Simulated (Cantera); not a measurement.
Feed: 1 mol SiCl₄, 0.13 mol Cl₂, 180 mol H₂, equilibrated at 1330 Pa.

Method: chemical equilibrium by Gibbs-energy minimisation in Cantera with the NASA 1993 tables (ideal gas, pure condensed phases). Candidate condensed phases: Si; 19 gas species. Equilibrium is a limit: real reactors are often held back by kinetics, nucleation or transport.

Over these rows the condensed part is Si(s). Partial pressures as log10 of bar:

```tsv
T (K)	1000/T (1/K)	log p SiCl₄	log p H₂	log p HCl
1073	0.9320	-5.07	-1.88	-3.63
1173	0.8525	?	-1.88	-3.56
1273	0.7855	-6.93	-1.88	-3.56
1373	0.7283	-7.77	-1.88	-3.56
1473	0.6789	-8.50	-1.88	-3.56
1573	0.6357	-9.13	-1.88	-3.56
```

Question: Fit log p(SiCl₄) = a + b·(1000/T) to the five rows, give the apparent enthalpy, and predict the row at 1173 K.

Answer: Means: 1000/T = 0.7521, log p = -7.480. Sxy = 0.725555, Sxx = 0.0529532, so b = 13.70 and a = -7.480 − (13.70)×0.7521 = -17.78.
Apparent enthalpy: −19.145 × (13.70) = -262 kJ/mol. With the condensed phases at unit activity, Si(s) + 4 HCl(g) = SiCl₄(g) + 2 H₂(g) links this pressure to the main gases: over the six rows their terms move log p by +0.28 in all, so the slope isn't that reaction's ΔH° alone. The five rows lie within 0.09 of the line.
Prediction at 1173 K: -17.78 + (13.70)×0.8525 = -6.10. The computed value is -5.97, 0.13 from the line.
